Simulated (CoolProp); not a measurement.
Properties of sulfur hexafluoride along the isotherm 255.7 K.

Computed with CoolProp (reference Helmholtz-energy equation of state, Guder 2009).

```json
[
 {"p (MPa)": "0.587", "phase": "gas", "cp (kJ/(kg K))": "0.6564", "cv (kJ/(kg K))": "0.5554", "speed of sound (m/s)": "114.3"},
 {"p (MPa)": "1.17", "phase": "liquid", "cp (kJ/(kg K))": "0.9451", "cv (kJ/(kg K))": "0.5903", "speed of sound (m/s)": "407.1"},
 {"p (MPa)": "1.76", "phase": "liquid", "cp (kJ/(kg K))": "0.9396", "cv (kJ/(kg K))": "0.5900", "speed of sound (m/s)": "413.4"},
 {"p (MPa)": "2.35", "phase": "liquid", "cp (kJ/(kg K))": "0.9345", "cv (kJ/(kg K))": "0.5898", "speed of sound (m/s)": "419.5"},
 {"p (MPa)": "2.93", "phase": "liquid", "cp (kJ/(kg K))": "0.9298", "cv (kJ/(kg K))": "0.5897", "speed of sound (m/s)": "425.4"},
 {"p (MPa)": "3.52", "phase": "liquid", "cp (kJ/(kg K))": "0.9254", "cv (kJ/(kg K))": "0.5895", "speed of sound (m/s)": "431.1"},
 {"p (MPa)": "4.11", "phase": "liquid", "cp (kJ/(kg K))": "0.9213", "cv (kJ/(kg K))": "0.5894", "speed of sound (m/s)": "436.7"},
 {"p (MPa)": "4.69", "phase": "liquid", "cp (kJ/(kg K))": "0.9174", "cv (kJ/(kg K))": "0.5893", "speed of sound (m/s)": "442.0"},
 {"p (MPa)": "5.28", "phase": "liquid", "cp (kJ/(kg K))": "0.9138", "cv (kJ/(kg K))": "0.5892", "speed of sound (m/s)": "447.3"},
 {"p (MPa)": "5.87", "phase": "liquid", "cp (kJ/(kg K))": "0.9104", "cv (kJ/(kg K))": "0.5892", "speed of sound (m/s)": "452.5"},
 {"p (MPa)": "6.45", "phase": "liquid", "cp (kJ/(kg K))": "0.9072", "cv (kJ/(kg K))": "0.5891", "speed of sound (m/s)": "457.4"},
 {"p (MPa)": "7.04", "phase": "liquid", "cp (kJ/(kg K))": "0.9041", "cv (kJ/(kg K))": "0.5891", "speed of sound (m/s)": "462.4"},
 {"p (MPa)": "7.63", "phase": "liquid", "cp (kJ/(kg K))": "0.9012", "cv (kJ/(kg K))": "0.5890", "speed of sound (m/s)": "467.2"},
 {"p (MPa)": "8.21", "phase": "liquid", "cp (kJ/(kg K))": "0.8985", "cv (kJ/(kg K))": "0.5890", "speed of sound (m/s)": "471.8"},
 {"p (MPa)": "8.8", "phase": "liquid", "cp (kJ/(kg K))": "0.8958", "cv (kJ/(kg K))": "0.5890", "speed of sound (m/s)": "476.4"},
 {"p (MPa)": "9.39", "phase": "liquid", "cp (kJ/(kg K))": "0.8933", "cv (kJ/(kg K))": "0.5890", "speed of sound (m/s)": "481.0"}
]
```
